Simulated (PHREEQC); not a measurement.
Dissolve 8.9 mmol/kgw FeSO4, 0.088 mmol/kgw CaCl2, 0.097 mmol/kgw NaF and 2.6 mmol/kgw Na2SO4 at 25 °C. Closed to the air; pH follows from the charge balance.

The numbers come from PHREEQC with the ion-association model, wateq4f.dat.

Task: The ionic strength comes out as 0.0328 mol/kgw. What activity coefficients do SO4-2, Na+, NaSO4-, F-, Fe+2 get?

Result: SO4-2 0.52, Na+ 0.85, NaSO4- 0.85, F- 0.84, Fe+2 0.53.

Precipitation was switched off in this run. Fluoro complexes past AlF4- and FeF3 are missing from the database.
